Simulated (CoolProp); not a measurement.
Vapour-liquid equilibrium of propylene (1) + propane (2) at 314.1 K; x and y are mole fractions of (1).

Computed with CoolProp (multi-fluid Helmholtz-energy mixture model, Lemmon 2013 and Lemmon 2009; pair parameters Bell 2016).

Question: Give the bubble pressure and the first vapour's composition at x = 0.125, 0.35, 0.65. Is there an azeotrope?

Answer: x = 0.125: 1.448 MPa, y = 0.145; x = 0.35: 1.525 MPa, y = 0.384; x = 0.65: 1.610 MPa, y = 0.675. No azeotrope shows between x = 0.05 and 0.95.

Pair parameters are fitted to limited data, so mixtures are less certain than the pure fluids.
